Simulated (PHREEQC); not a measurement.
Dissolve 11 mmol/kgw CuCl2 and 0.29 mmol/kgw H2SO4 at 5 °C. Closed to the air; pH follows from the charge balance.

All values are PHREEQC results (ion-association model, wateq4f.dat), not measurements.

Each row changes one thing in this solution. No solid was allowed to form.

| case | pH | SO4-2 (mol/kgw) | HSO4- (mol/kgw) |
|---|---|---|---|
| as made | 3.30 | 0.000186 | 3.79e-6 |
| CuCl2 from 0.011 to 0.0121 mol/kgw | 3.30 | 0.000183 | 3.65e-6 |
| H2SO4 replaced by Al2(SO4)3 at the same molality | 4.59 | 0.000509 | 5.24e-7 |
| H2SO4 from 0.00029 to 0.000319 mol/kgw | 3.26 | 0.000205 | 4.58e-6 |
| CuCl2 left out | 3.26 | 0.000281 | 9.24e-6 |

Some of these states are supersaturated (in Gibbsite (slow to form), for instance). Constants without temperature data keep their 25 °C values here.
